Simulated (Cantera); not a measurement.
Input (Python, Cantera):

```python
import numpy as np
import cantera as ct

gas = ct.Solution("gri30.yaml")
gas.TPX = 1075, 85000, {'CO': 1, 'H2': 0.77, 'O2': 0.681, 'N2': 2.56}
reactor = ct.IdealGasConstPressureReactor(gas, energy="on", clone=False)
net = ct.ReactorNet([reactor])
net.rtol, net.atol = 1e-08, 1e-16
show = ['CO', 'H2', 'O2', 'H2O2', 'NO2', 'HO2']
times = np.geomspace(4e-06, 6, 10)

steps = ct.SolutionArray(gas, extra=["t"])
rows = []
print(f"{'t/s':>10s}{'T/K':>9s}{'P/Pa':>11s}" + "".join(f"{s:>11s}" for s in show))
for t in times:
    while net.time < t:
        t_next = net.step()
        steps.append(gas.state, t=t_next)
    rows.append([np.interp(t, steps.t, y) for y in (steps.T, steps.P, *steps(*show).X.T)])
    print(f"{t:10.3e}{rows[-1][0]:9.1f}{rows[-1][1]:11.4g}" + "".join(f"{x:11.3e}" for x in rows[-1][2:]))
rate = np.gradient(steps.T, steps.t)
print("integrator steps:", len(steps.t))
if steps.T.max() > steps.T[0] + 200:
    print(f"time of steepest temperature rise: {steps.t[rate.argmax()]:.4e} s")
gas.TPX = 1075, 85000, {'CO': 1, 'H2': 0.77, 'O2': 0.681, 'N2': 2.56}
gas.equilibrate("HP")
print(f"equilibrium (HP): T = {gas.T:.1f} K  " + "  ".join(f"{s} {gas[s].X[0]:.3e}" for s in show))
```

It prints:

```
       t/s      T/K       P/Pa         CO         H2         O2       H2O2        NO2        HO2
 4.000e-06   1075.0    8.5e+04  1.996e-01  1.537e-01  1.359e-01  1.876e-13  3.316e-30  4.300e-10
 1.942e-05   1075.0    8.5e+04  1.996e-01  1.537e-01  1.359e-01  1.002e-11  1.824e-26  6.834e-09
 9.430e-05   1075.3    8.5e+04  1.995e-01  1.535e-01  1.358e-01  1.065e-07  1.045e-15  2.363e-05
 4.579e-04   2530.3    8.5e+04  1.138e-01  2.222e-02  1.808e-02  1.148e-07  3.605e-08  3.082e-06
 2.223e-03   2684.3    8.5e+04  1.067e-01  1.926e-02  1.208e-02  1.465e-07  4.517e-07  2.999e-06
 1.079e-02   2677.6    8.5e+04  1.072e-01  1.951e-02  1.113e-02  1.390e-07  9.389e-07  2.779e-06
 5.241e-02   2677.4    8.5e+04  1.072e-01  1.952e-02  1.109e-02  1.387e-07  9.556e-07  2.771e-06
 2.545e-01   2677.4    8.5e+04  1.072e-01  1.952e-02  1.109e-02  1.387e-07  9.556e-07  2.771e-06
 1.236e+00   2677.4    8.5e+04  1.072e-01  1.952e-02  1.109e-02  1.387e-07  9.556e-07  2.771e-06
 6.000e+00   2677.4    8.5e+04  1.072e-01  1.952e-02  1.109e-02  1.387e-07  9.556e-07  2.771e-06
integrator steps: 1365
time of steepest temperature rise: 1.4807e-04 s
equilibrium (HP): T = 2677.4 K  CO 1.072e-01  H2 1.952e-02  O2 1.109e-02  H2O2 1.387e-07  NO2 9.556e-07  HO2 2.771e-06
```

Computed with Cantera and GRI-Mech 3.0 (53 species, 325 reactions).
